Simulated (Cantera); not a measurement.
Cantera run, input and output.

```python
import numpy as np
import cantera as ct

gas = ct.Solution("gri30.yaml", transport_model="mixture-averaged")
show = ['NO', 'C2H2', 'CH4']

rows = []
print(f"{'T/K':>7s}{'rho':>11s}{'cp':>10s}{'mu':>11s}{'lambda':>11s}{'Pr':>7s}" + "".join(f"{'D_' + s:>11s}" for s in show))
for T in [400, 550, 700, 850, 1000, 1150]:
    gas.TPX = T, 23, {'NO': 0.2}
    Pr = gas.cp_mass * gas.viscosity / gas.thermal_conductivity
    D = [gas.mix_diff_coeffs_mole[gas.species_index(s)] for s in show]
    rows.append([gas.density, gas.cp_mass, gas.viscosity, gas.thermal_conductivity, Pr, *D])
    print(f"{T:7g}{gas.density:11.4e}{gas.cp_mass:10.1f}{gas.viscosity:11.4e}"
          f"{gas.thermal_conductivity:11.4e}{Pr:7.3f}" + "".join(f"{d:11.4e}" for d in D))
print("SI units: kg/m3, J/kg/K, Pa s, W/m/K, m2/s")
```

Output:

```
    T/K        rho        cp         mu     lambda     Pr       D_NO     D_C2H2      D_CH4
    400 2.0751e-04     998.6 2.3120e-05 3.2415e-02  0.712 0.0000e+00 1.2163e-01 1.6246e-01
    550 1.5092e-04    1028.1 2.8863e-05 4.1984e-02  0.707 0.0000e+00 2.1270e-01 2.8179e-01
    700 1.1858e-04    1067.4 3.3953e-05 5.1279e-02  0.707 0.0000e+00 3.2203e-01 4.2475e-01
    850 9.7652e-05    1103.5 3.8609e-05 6.0168e-02  0.708 0.0000e+00 4.4797e-01 5.8926e-01
   1000 8.3005e-05    1132.7 4.2948e-05 6.8643e-02  0.709 0.0000e+00 5.8931e-01 7.7384e-01
   1150 7.2178e-05    1153.1 4.7043e-05 7.6728e-02  0.707 0.0000e+00 7.4515e-01 9.7735e-01
SI units: kg/m3, J/kg/K, Pa s, W/m/K, m2/s
```

Detailed kinetics in Cantera: GRI-Mech 3.0 (53 species, 325 reactions). The composition is frozen, though it would react at the higher temperatures.
